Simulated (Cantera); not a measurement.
A perfectly stirred reactor is fed with CH₄ : O₂ : N₂ = 1 : 1.67 : 6.27 (molar parts), equivalence ratio 1.2, at 1.01 bar; it is adiabatic with a 348 K inlet, and is followed from long to short residence time, starting on the burning branch (τ in s: 0.026, 0.011, 0.0044, 0.0018, 0.00076, 0.00031, 0.00013, 5.4e-05, 2.2e-05, 9.3e-06).

Model: GRI-Mech 3.0 (53 species, 325 reactions), integrated in Cantera.

One state of this run: T (K) = 1905; x CH₄ = 0.00136; x O₂ = 0.0140; x CH₂ = 2.92e-5; x CH₂O = 0.000116; x NO = 8.66e-5. x: mole fraction; the columns are a selection and need not sum to one.

**Question.** Which value of τ (s) does it belong to?
(A) 0.011
(B) 0.00013
(C) 0.0044
(D) 0.0018

**Answer.** B, 0.00013
